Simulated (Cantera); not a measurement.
Charge: 1 mol SiH2Cl2, 16 mol O2, 1.2 mol H2, held at 88.0 Pa.

Cantera equilibrium calculation (NASA polynomials, part measured and part estimated; ideal gas, pure solids and liquids). Candidate condensed phases: H2O, Si, SiO2; 30 gas species. The tables hold silica as quartz up to 1696 K and as liquid above; real silica turns to tridymite and cristobalite and melts near 1996 K. The numbers say what is thermodynamically allowed, not how fast it happens.

### Question
Which condensed phases are stable at each of these points (T (K)): 1423, 1473, 1523, 1573, 1623, 1673, 1723, 1773, 1823, 1873, 1923, 1973, 2023, 2073?

### Answer
```csv
T (K),condensed phases,Si condensed (%)
1423,SiO2(β-quartz),100.0
1473,SiO2(β-quartz),100.0
1523,SiO2(β-quartz),100.0
1573,SiO2(β-quartz),100.0
1623,SiO2(β-quartz),100.0
1673,SiO2(β-quartz),100.0
1723,SiO2(condensed),100.0
1773,SiO2(condensed),100.0
1823,SiO2(condensed),100.0
1873,SiO2(condensed),99.9
1923,SiO2(condensed),99.6
1973,SiO2(condensed),98.8
2023,SiO2(l),96.4
2073,SiO2(l),89.5
```

From 1423 K to 1673 K the condensed part is SiO2(β-quartz). From 1723 K to 1973 K the condensed part is SiO2(condensed). From 2023 K to 2073 K the condensed part is SiO2(l).
